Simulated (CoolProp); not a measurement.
The numbers come from the reference Helmholtz-energy equation of state, Younglove 1994 in CoolProp. It is a modified Benedict-Webb-Rubin equation, recast in Helmholtz form.

Task: Give the vapour pressure (bar), liquid density (kg/m³), liquid cp (kJ/(kg K)), vapour viscosity (µPa s) of saturated R123 at -14.35, 98.35 °C.

Result: 
```tsv
T (°C)	p (bar)	liquid density (kg/m³)	liquid cp (kJ/(kg K))	vapour viscosity (µPa s)
-14.35	0.162	1560	0.974	9.30
98.35	7.57	1250	1.14	13.3
```

Viscosity comes from a separate model (Tanaka 1996).
